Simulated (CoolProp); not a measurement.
Saturation properties of methanol (Tc = 513.4 K, pc = 8.216 MPa, ω = 0.565).

Values from CoolProp's reference Helmholtz-energy equation of state, de Reuck 1993.

| T (K) | p (MPa) | vapour density (kg/m³) | vapour viscosity (µPa s) |
|---|---|---|---|
| 332.6 | 0.08284 | 1.008 | 10.7 |
| 336.9 | 0.09844 | 1.188 | 10.8 |
| 341.2 | 0.1164 | 1.393 | 10.9 |
| 345.4 | 0.1365 | 1.621 | (withheld) |
| 349.7 | 0.1600 | (withheld) | 11.2 |
| 353.9 | 0.1860 | 2.178 | 11.3 |
| 358.2 | (withheld) | 2.515 | 11.4 |
| 362.4 | 0.2494 | 2.885 | 11.5 |

Task: What belongs in the gaps?

Result: 
- 345.4, vapour viscosity (µPa s): 11.0
- 349.7, vapour density (kg/m³): 1.886
- 358.2, p (MPa): 0.2162

It boils at 337.6 K under 1 atm.

Viscosity comes from a separate model (Xiang 2006).
